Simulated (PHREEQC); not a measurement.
Solution (25 °C): 120 mmol/kgw Cu(BF4)2, 130 mmol/kgw HNO3 and 0.57 mmol/kgw Na2SO4. Closed to the air; pH follows from the charge balance.

All values are PHREEQC results (ion-association model, wateq4f.dat), not measurements.

No solid was allowed to form.

### Question
Predict the pH, activity of water.

### Answer
pH 1.01; activity of water 0.989.

### Question
In which forms is B present?

### Answer
BF4- 97 %, BF3OH- 2.0 %, H3BO3 1.3 % of the B.

Species that the database lacks are ignored. Real BF4- forms and hydrolyses slowly; the run takes it at equilibrium.
